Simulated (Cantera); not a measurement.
# Ignition delay

Mixture: 11.0 % CO, 1.32 % H₂, 12.9 % O₂, 74.7 % N₂, equivalence ratio 0.48, at 760 Torr, adiabatic and at constant volume. Ignition delay is the time to a rise of 400 K.

Model: GRI-Mech 3.0 (53 species, 325 reactions), integrated in Cantera. Where the delays flatten at high temperature, the 400 K rule measures the pace of heat release, not the induction time.

```
T0 (K)  delay (ms)
------  ----------
998           1.17
1073         0.458
1148         0.288
1223         0.217
1298         0.182
1373         0.163
```
